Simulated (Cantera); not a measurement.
## Hydrocarbon pyrolysis for carbon deposition

A perfectly stirred reactor is fed with C3H8 : H2 = 1 : 31 (molar parts), at 0.00130 bar; it is held at 2000 K, and followed from long to short residence time.

Detailed kinetics in Cantera: GRI-Mech 3.0 (53 species, 325 reactions). GRI-Mech 3.0 was tuned for natural gas; its chemistry of propane as a main component is partial and can be far from experiment. GRI-Mech 3.0 stops at C3 and has no aromatics, soot or wall deposition, so with more carbon than oxygen in the feed, carbon stays in small species such as C2H2 where larger ones or solid carbon would form. Radical loss at walls, strong at low pressure, is not modelled.

```
τ (s)      x C3H8   x H2     x CH3    x C2H    x CH2    x C2H6    x C2H4
-------  --------  -----  --------  -------  -------  --------  --------
6.6       5.95e-7  0.943  0.000638  1.00e-5  9.70e-6   6.64e-8   1.01e-5
1.4       3.36e-6  0.943   0.00145  7.21e-6  1.51e-5   4.49e-7   5.38e-5
0.31      1.64e-5  0.939   0.00287  5.66e-6  2.29e-5   2.11e-6  0.000233
0.068     7.51e-5  0.931   0.00498  4.57e-6  3.33e-5   7.75e-6  0.000840
0.015    0.000331  0.925   0.00739  3.54e-6  4.43e-5   2.50e-5   0.00264
0.0032    0.00150  0.924    0.0100  2.06e-6  5.31e-5   8.75e-5   0.00718
0.00069   0.00663  0.933    0.0129  3.91e-7  4.76e-5  0.000307    0.0110
0.00015    0.0200  0.955   0.00846  5.62e-9  1.04e-5  0.000443   0.00462
```
x: mole fraction; the columns are a selection and need not sum to one.
